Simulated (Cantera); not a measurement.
## Thermodynamics of iron carbonyl, mercury and lead vapours, feed PbO + O2 + N2

A closed system holds: 1 mol PbO, a varied amount of O2, 26 mol N2, held at 140000 Pa.

These are equilibrium values from Cantera (NASA tables, ideal gas, pure condensed phases), not measurements of a reactor. Candidate condensed phases: Pb, PbO, PbO2, Pb3O4; 12 gas species. The numbers say what is thermodynamically allowed, not how fast it happens.

Question: Map the stable condensed phases over T = 450, 550, 650, 750, 850, 950, 1050, 1150, 1250, 1350, 1450 K and n(O2) in mol = 0.037, 0.046, 0.058, 0.072, 0.09, 0.11, 0.14, 0.17, 0.22, 0.27, 0.34, 0.42, 0.52.

Answer: 
```
T in K \ n(O2) in mol
         0.037 0.046 0.058 0.072  0.09  0.11  0.14  0.17  0.22  0.27  0.34  0.42  0.52
   1450      A     A     A     A     A     A     A     A     A     A     A     A     A
   1350      A     A     A     A     A     A     A     A     A     A     A     A     A
   1250      A     A     A     A     A     A     A     A     A     A     A     A     A
   1150      A     A     A     A     A     A     A     A     A     A     A     A     A
   1050      A     A     A     A     A     A     A     A     A     A     A     A     A
    950      A     A     A     A     A     A     A     A     A     A     A     A     A
    850      A     A     A     A     A     A     A     A     A     A     A     A     A
    750      A     A     A     A     A     A     A     A     A     A     A     A     A
    650      A     A     A     A     A     A     A     A     A     A     A     A     A
    550      A     A     A     A     A     A     B     B     B     B     C     C     C
    450      B     B     B     B     B     B     B     C     C     C     C     C     C
```
A: PbO; B: PbO + Pb3O4; C: Pb3O4.
